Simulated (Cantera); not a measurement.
Feed: 1 mol n-butane, 18 mol H₂.

Cantera equilibrium calculation (NASA polynomials, part measured and part estimated; ideal gas, pure solids and liquids). Candidate condensed phases: C, C₆H₆, C₇H₈, C₈H₁₈; 76 gas species. The ideal-gas law is rough above about 30 bar. Kinetics and transport are ignored.

Stable condensed phases, one row left out:

```
T in °C \ P in Pa
               10      100     1000    10000   100000  1000000 10000000
   2550         A        A        B        B        B        B        B
   2350         A        B        B        B        B        B        B
   2250         B        B        B        B        B        B        B
   2150         B        B        B        B        B        B        B
   2050         B        B        B        B        B        B        B
   1950         B        B        B        B        B        B        B
   1850         B        B        B        B        B        B        B
   1750         B        B        B        B        B        B        B
   1650         B        B        B        B        B        B        B
   1550         B        B        B        B        B        B        B
   1450         B        B        B        B        B        B        B
```

A: gas only; B: C.

Give the row for 2450 °C.

10: gas only; 100: C; 1000: C; 10000: C; 100000: C; 1000000: C; 10000000: C.
